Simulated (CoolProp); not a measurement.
CF4 (R14) along the isobar 15.9 bar: Z from the reference equation and from simpler models built on Tc = 227.4 K, pc = 37.62 bar, ω = 0.178; each cubic takes its own stable root.

Model: reference Helmholtz-energy equation of state, Platzer 1990, in CoolProp. This equation is an older, rougher fit; its heat capacities, sound speeds and derivatives of the liquid may be far off and weren't checked against measurements.

| T (K) | phase | reference |
|---|---|---|
| 153.4 | liquid | 0.07013 |
| 179.8 | liquid | 0.06659 |
| 206.2 | gas | 0.7607 |
| 232.6 | gas | 0.8529 |
| 259 | gas | 0.9009 |
| 285.4 | gas | 0.9308 |
| 311.8 | gas | 0.9509 |
| 338.1 | gas | 0.9651 |
| 364.5 | gas | 0.9756 |
| 390.9 | gas | 0.9835 |
| 417.3 | gas | 0.9895 |
| 443.7 | gas | 0.9943 |
| 470.1 | gas | 0.9980 |
| 496.5 | gas | 1.001 |

Problem. How far does each simpler model (van der Waals, Soave-Redlich-Kwong, Peng-Robinson) lie from the reference over these 14 states: mean and median of the absolute difference, and the worst?

Solution. 
- van der Waals: mean 8.8 %, median 1.4 %, worst +53.2 % at 179.8 K and 15.9 bar
- Soave-Redlich-Kwong: mean 0.7 %, median 0.3 %, worst +4.3 % at 179.8 K and 15.9 bar
- Peng-Robinson: mean 2.0 %, median 0.7 %, worst -9.7 % at 153.4 K and 15.9 bar
